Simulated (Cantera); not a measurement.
## Low-pressure radical oxidation in H2/O2

An isothermal, constant-pressure homogeneous reactor starts with H2 : O2 = 0.034 : 1 (molar parts), equivalence ratio 0.017, at 1075 K and 0.0132 atm.

Cantera simulation using GRI-Mech 3.0 (53 species, 325 reactions); the numbers are that mechanism's predictions, not measurements. Radical loss at walls, strong at low pressure, is not modelled.

```tsv
t (s)	x H2	x O2	x OH	x H2O	x O	x H2O2
0.000600	0.0329	0.967	1.59e-9	2.62e-9	2.63e-9	<1e-12
0.00191	0.0329	0.967	1.24e-7	3.05e-7	2.20e-7	3.50e-12
0.00606	0.0102	0.951	0.00324	0.0181	0.0112	2.90e-7
0.0192	0.000318	0.950	0.00129	0.0307	0.0146	6.11e-8
0.0612	0.000118	0.961	0.000778	0.0325	0.00538	6.21e-8
0.194	2.03e-5	0.965	0.000323	0.0332	0.000943	5.12e-8
0.617	2.41e-6	0.966	0.000114	0.0334	0.000116	2.80e-8
1.96	3.09e-7	0.967	4.17e-5	0.0334	1.55e-5	1.05e-8
6.23	5.15e-8	0.967	1.73e-5	0.0334	2.66e-6	3.22e-9
19.8	1.09e-8	0.967	8.08e-6	0.0334	5.79e-7	9.52e-10
62.9	2.76e-9	0.967	4.08e-6	0.0334	1.48e-7	2.85e-10
200	7.84e-10	0.967	2.18e-6	0.0334	4.24e-8	8.95e-11
```
x: mole fraction; the columns are a selection and need not sum to one.

Equilibrium at this temperature and pressure: H2 2.08e-10, O2 0.967, OH 1.12e-6, H2O 0.0334, O 1.12e-8, H2O2 2.61e-11 (gas phase only).
